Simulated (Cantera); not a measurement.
# Halide evaporation, hydrolysis and transport: KCl + HCl + N₂ + O₂

Feed: 1 mol KCl, 4.7 mol HCl, 6.8 mol N₂, 6.4 mol O₂, held at 10.0 mbar.

Equilibrium computed with Cantera from the NASA thermochemical tables; the gas is ideal and each condensed phase is pure. Candidate condensed phases: H₂O, K, KCl, KOH, KO₂, K₂O, K₂O₂, NH₄Cl; 37 gas species. Rates play no part.

```tsv
T (K)	x N₂	x O₂	x HCl	x Cl	x KCl	x H₂O
1373	0.359	0.329	0.214	0.0198	0.0524	0.0173
1423	0.358	0.328	0.211	0.0254	0.0525	0.0183
1473	0.357	0.326	0.207	0.0315	0.0525	0.0199
1523	0.356	0.324	0.203	0.0378	0.0524	0.0219
1573	0.355	0.322	0.197	0.0444	0.0523	0.0244
1623	0.355	0.320	0.191	0.0511	0.0522	0.0271
1673	0.354	0.317	0.185	0.0580	0.0521	0.0299
1723	0.353	0.315	0.178	0.0649	0.0520	0.0330
1773	0.352	0.312	0.171	0.0720	0.0519	0.0360
```
x: gas mole fraction; nothing condenses.

From 1373 K to 1773 K nothing is condensed. The main K-bearing gas is KCl throughout.
